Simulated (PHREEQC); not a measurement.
Dissolve 0.013 mol H2SO4, 0.0001 mol Li2SO4 and 0.083 mol MnSO4 per kg of water at 20 °C. Closed to the air; pH follows from the charge balance.

Equilibrium calculation in PHREEQC: ion-association model, phreeqc.dat.

Q: The ionic strength comes out as 0.206 mol/kgw. What activity coefficients do SO4-2, Li+, H+, LiSO4-, HSO4- get?

A: SO4-2 0.29, Li+ 0.76, H+ 0.80, LiSO4- 0.74, HSO4- 0.75.

This is a speciation only: nothing precipitates in the calculation.
